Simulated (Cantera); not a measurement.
## Al + HCl + N2 (aluminium and copper etching)

A closed system holds: 1 mol Al, a varied amount of HCl, 0.35 mol N2, at 973 K and 8.80 Pa.

Method: chemical equilibrium by Gibbs-energy minimisation in Cantera with the NASA 1993 tables (ideal gas, pure condensed phases). Candidate condensed phases: Al, AlCl3, AlN, NH4Cl; 20 gas species. The tables' values for AlCl2 are old estimates; treat these amounts as uncertain. Kinetics and transport are ignored.

| n(HCl) (mol) | x HCl | x H2 | x AlCl3 | x N2 | n AlN(s) |
|---|---|---|---|---|---|
| 1.9 | 0.140 | 0.473 | 0.315 | 0.0719 | 0.448 |
| 2.9 | 0.143 | 0.456 | 0.304 | 0.0974 | 0.164 |
| 4 | 0.260 | 0.390 | 0.260 | 0.0909 | 0 |
| 5 | 0.412 | 0.309 | 0.206 | 0.0722 | 0 |
| 6.1 | 0.521 | 0.252 | 0.168 | 0.0588 | 0 |
| 7.1 | 0.590 | 0.216 | 0.144 | 0.0504 | 0 |
| 8.2 | 0.646 | 0.186 | 0.124 | 0.0435 | 0 |
| 9.2 | 0.685 | 0.166 | 0.110 | 0.0387 | 0 |
| 10 | 0.711 | 0.152 | 0.102 | 0.0355 | 0 |
x: gas mole fraction; n: condensed amount in mol.

From 1.9 mol HCl to 2.9 mol HCl the condensed part is AlN(s). From 4 mol HCl to 10 mol HCl nothing is condensed. The main Al-bearing gas is AlCl3 throughout.
